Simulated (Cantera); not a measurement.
Cantera run:

```python
import numpy as np
import cantera as ct

gas_names = """
    CS2 H2 C2H6
""".split()
cond_names = """
    Ni3S4(s) NiS2(s) NiS2(L)
""".split()


# ... load() reads the species with a 1 bar reference pressure and builds the phases ...
species = {s.name: s for s in load("nasa_gas.yaml", gas_names) + load("nasa_condensed.yaml", cond_names)}
# Each term lists the table entries of one substance; the one whose range holds T is used.
reactions = {
    '2 CS2(g) + 3 H2(g) + 2 Ni3S4 = C2H6(g) + 6 NiS2':
        [(-2, ['CS2']), (-3, ['H2']), (-2, ['Ni3S4(s)']), (1, ['C2H6']), (6, ['NiS2(s)', 'NiS2(L)'])],
}


def pick(names, T):
    return next(species[n] for n in names if species[n].thermo.min_temp <= T <= species[n].thermo.max_temp)


results = []
for label, terms in reactions.items():
    print(label)
    print("     T/K   dH/kJ  dS/(J/K)   dG/kJ   log10 K")
    for T in [300, 400, 425, 450, 475, 500, 525, 550, 575, 600]:
        used = [(nu, pick(names, T)) for nu, names in terms]
        dH = sum(nu * s.thermo.h(T) for nu, s in used) / 1e6
        dS = sum(nu * s.thermo.s(T) for nu, s in used) / 1e3
        dG = dH - T * dS / 1e3
        logK = -dG * 1e6 / (ct.gas_constant * T * np.log(10))
        results.append((label, T, dH, dS, dG, logK, [s.name for _, s in used]))
        print(f"{T:8g} {dH:8.1f} {dS:8.1f} {dG:8.1f} {logK:8.2f}")
```

It prints:

```
2 CS2(g) + 3 H2(g) + 2 Ni3S4 = C2H6(g) + 6 NiS2
     T/K   dH/kJ  dS/(J/K)   dG/kJ   log10 K
     300   -503.8   -580.2   -329.8    57.42
     400   -507.7   -591.1   -271.2    35.42
     425   -508.8   -593.9   -256.4    31.51
     450   -510.0   -596.7   -241.5    28.04
     475   -511.3   -599.4   -226.6    24.92
     500   -512.6   -602.1   -211.6    22.10
     525   -514.0   -604.8   -196.5    19.55
     550   -515.4   -607.4   -181.3    17.22
     575   -516.9   -610.1   -166.1    15.09
     600   -518.4   -612.7   -150.8    13.13
```

Cantera with NASA thermochemical tables; ideal gases at 1 bar, condensed phases pure. Condensed species are held in their standard states even where they would react or evaporate.
